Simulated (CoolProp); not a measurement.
Properties of nitrogen at several states.

The numbers come from the reference Helmholtz-energy equation of state, Span 2000 in CoolProp.

```tsv
T (K)	p (MPa)	phase	cv (kJ/(kg K))	speed of sound (m/s)	isothermal compressibility (1/MPa)	expansivity (1/kK)	viscosity (µPa s)	Prandtl number
150	0.0162	gas	0.7425	249.5	61.79	6.686	10.1	[?]
346	0.0169	gas	0.7442	379.0	59.17	2.891	19.9	0.711
661.8	0.0421	gas	0.7920	[?]	23.75	1.511	[?]	[?]
```

Problem. Some entries are withheld; supply them.

Solution. 
- 150, Prandtl number: 0.750
- 661.8, speed of sound (m/s): 519.8
- 661.8, viscosity (µPa s): 31.6
- 661.8, Prandtl number: 0.714

Viscosity comes from a separate model (Lemmon 2004). Thermal conductivity comes from a separate model (Lemmon 2004).
